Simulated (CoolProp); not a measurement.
Saturation properties of R365MFC (Tc = 460.0 K, pc = 3.266 MPa, ω = 0.377).

Model: reference Helmholtz-energy equation of state, Lemmon 2016, in CoolProp.

```json
[
 {"T (K)": "326", "p (MPa)": "0.1564", "liquid density (kg/m³)": "1195", "vapour density (kg/m³)": "9.113", "enthalpy of vaporisation (kJ/kg)": "181.9", "liquid cp (kJ/(kg K))": "1.436", "surface tension (mN/m)": "12.0"},
 {"T (K)": "334.9", "p (MPa)": "0.2075", "liquid density (kg/m³)": "1174", "vapour density (kg/m³)": "11.94", "enthalpy of vaporisation (kJ/kg)": "177.2", "liquid cp (kJ/(kg K))": "1.457", "surface tension (mN/m)": "11.0"},
 {"T (K)": "343.8", "p (MPa)": "0.2706", "liquid density (kg/m³)": "1153", "vapour density (kg/m³)": "15.43", "enthalpy of vaporisation (kJ/kg)": "172.2", "liquid cp (kJ/(kg K))": "1.480", "surface tension (mN/m)": "10.1"},
 {"T (K)": "352.7", "p (MPa)": "0.3475", "liquid density (kg/m³)": "1131", "vapour density (kg/m³)": "19.69", "enthalpy of vaporisation (kJ/kg)": "167.1", "liquid cp (kJ/(kg K))": "1.504", "surface tension (mN/m)": "9.18"},
 {"T (K)": "361.6", "p (MPa)": "0.4401", "liquid density (kg/m³)": "1107", "vapour density (kg/m³)": "24.86", "enthalpy of vaporisation (kJ/kg)": "161.6", "liquid cp (kJ/(kg K))": "1.530", "surface tension (mN/m)": "8.26"},
 {"T (K)": "370.5", "p (MPa)": "0.5505", "liquid density (kg/m³)": "1083", "vapour density (kg/m³)": "31.10", "enthalpy of vaporisation (kJ/kg)": "155.8", "liquid cp (kJ/(kg K))": "1.560", "surface tension (mN/m)": "7.37"},
 {"T (K)": "379.4", "p (MPa)": "0.6806", "liquid density (kg/m³)": "1057", "vapour density (kg/m³)": "38.63", "enthalpy of vaporisation (kJ/kg)": "149.7", "liquid cp (kJ/(kg K))": "1.593", "surface tension (mN/m)": "6.49"},
 {"T (K)": "388.4", "p (MPa)": "0.8347", "liquid density (kg/m³)": "1030", "vapour density (kg/m³)": "47.82", "enthalpy of vaporisation (kJ/kg)": "143.1", "liquid cp (kJ/(kg K))": "1.631", "surface tension (mN/m)": "5.62"},
 {"T (K)": "397.3", "p (MPa)": "1.012", "liquid density (kg/m³)": "1001", "vapour density (kg/m³)": "58.82", "enthalpy of vaporisation (kJ/kg)": "136.0", "liquid cp (kJ/(kg K))": "1.675", "surface tension (mN/m)": "4.79"},
 {"T (K)": "406.2", "p (MPa)": "1.216", "liquid density (kg/m³)": "969.0", "vapour density (kg/m³)": "72.22", "enthalpy of vaporisation (kJ/kg)": "128.2", "liquid cp (kJ/(kg K))": "1.729", "surface tension (mN/m)": "3.98"},
 {"T (K)": "415.1", "p (MPa)": "1.451", "liquid density (kg/m³)": "934.4", "vapour density (kg/m³)": "88.71", "enthalpy of vaporisation (kJ/kg)": "119.6", "liquid cp (kJ/(kg K))": "1.799", "surface tension (mN/m)": "3.20"},
 {"T (K)": "424", "p (MPa)": "1.721", "liquid density (kg/m³)": "895.6", "vapour density (kg/m³)": "109.4", "enthalpy of vaporisation (kJ/kg)": "109.9", "liquid cp (kJ/(kg K))": "1.894", "surface tension (mN/m)": "2.45"},
 {"T (K)": "432.9", "p (MPa)": "2.028", "liquid density (kg/m³)": "851.0", "vapour density (kg/m³)": "136.2", "enthalpy of vaporisation (kJ/kg)": "98.46", "liquid cp (kJ/(kg K))": "2.039", "surface tension (mN/m)": "1.74"},
 {"T (K)": "441.8", "p (MPa)": "2.379", "liquid density (kg/m³)": "797.2", "vapour density (kg/m³)": "172.5", "enthalpy of vaporisation (kJ/kg)": "84.48", "liquid cp (kJ/(kg K))": "2.305", "surface tension (mN/m)": "1.07"},
 {"T (K)": "450.7", "p (MPa)": "2.780", "liquid density (kg/m³)": "725.5", "vapour density (kg/m³)": "227.6", "enthalpy of vaporisation (kJ/kg)": "65.58", "liquid cp (kJ/(kg K))": "3.033", "surface tension (mN/m)": "0.476"}
]
```

It boils at 313.3 K under 1 atm.

Surface tension comes from a separate correlation (Mulero 2012).
